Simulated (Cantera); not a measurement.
## Equilibrium for silicon epitaxy and polysilicon growth: SiH₂Cl₂ + HCl + N₂

Input: 1 mol SiH₂Cl₂, 0.19 mol HCl, 4.5 mol N₂, equilibrated at 13.3 mbar.

Equilibrium computed with Cantera from the NASA thermochemical tables; the gas is ideal and each condensed phase is pure. Candidate condensed phases: NH₄Cl, Si, Si₃N₄; 28 gas species. N₂ is the only nitrogen source here; it is nearly inert below about 1500 K, so the nitride shown seldom forms there in practice. The tables' values for SiCl₃ are old estimates; treat these amounts as uncertain. The numbers say what is thermodynamically allowed, not how fast it happens.

```json
[
 {"T (°C)": "577", "x N₂": "0.674", "x HCl": "0.199", "x H₂": "0.0846", "x SiCl₄": "0.0423", "x SiCl₂": "4.22e-9", "x SiCl₃": "1.59e-6", "n Si₃N₄(s)": "0.250"},
 {"T (°C)": "652", "x N₂": "0.671", "x HCl": "0.210", "x H₂": "0.0793", "x SiCl₄": "0.0396", "x SiCl₂": "1.06e-7", "x SiCl₃": "1.03e-5", "n Si₃N₄(s)": "0.255"},
 {"T (°C)": "727", "x N₂": "0.669", "x HCl": "0.218", "x H₂": "0.0750", "x SiCl₄": "0.0374", "x SiCl₂": "1.61e-6", "x SiCl₃": "4.99e-5", "n Si₃N₄(s)": "0.259"},
 {"T (°C)": "802", "x N₂": "0.668", "x HCl": "0.225", "x H₂": "0.0714", "x SiCl₄": "0.0355", "x SiCl₂": "1.67e-5", "x SiCl₃": "0.000193", "n Si₃N₄(s)": "0.262"},
 {"T (°C)": "877", "x N₂": "0.667", "x HCl": "0.230", "x H₂": "0.0685", "x SiCl₄": "0.0336", "x SiCl₂": "0.000126", "x SiCl₃": "0.000622", "n Si₃N₄(s)": "0.265"},
 {"T (°C)": "952", "x N₂": "0.665", "x HCl": "0.234", "x H₂": "0.0662", "x SiCl₄": "0.0313", "x SiCl₂": "0.000731", "x SiCl₃": "0.00170", "n Si₃N₄(s)": "0.266"},
 {"T (°C)": "1027", "x N₂": "0.664", "x HCl": "0.236", "x H₂": "0.0650", "x SiCl₄": "0.0277", "x SiCl₂": "0.00334", "x SiCl₃": "0.00395", "n Si₃N₄(s)": "0.263"},
 {"T (°C)": "1102", "x N₂": "0.662", "x HCl": "0.231", "x H₂": "0.0659", "x SiCl₄": "0.0212", "x SiCl₂": "0.0119", "x SiCl₃": "0.00741", "n Si₃N₄(s)": "0.251"},
 {"T (°C)": "1177", "x N₂": "0.660", "x HCl": "0.215", "x H₂": "0.0708", "x SiCl₄": "0.0120", "x SiCl₂": "0.0313", "x SiCl₃": "0.0101", "n Si₃N₄(s)": "0.223"}
]
```
x: gas mole fraction; n: condensed amount in mol.

From 577 °C to 1177 °C the condensed part is Si₃N₄(s). The main Si-bearing gas is SiCl₄ at 577 °C and SiCl₂ at 1177 °C. The share of Si in condensed phases is highest at 952 °C (79.7 %) and lowest at 1177 °C (67.0 %).
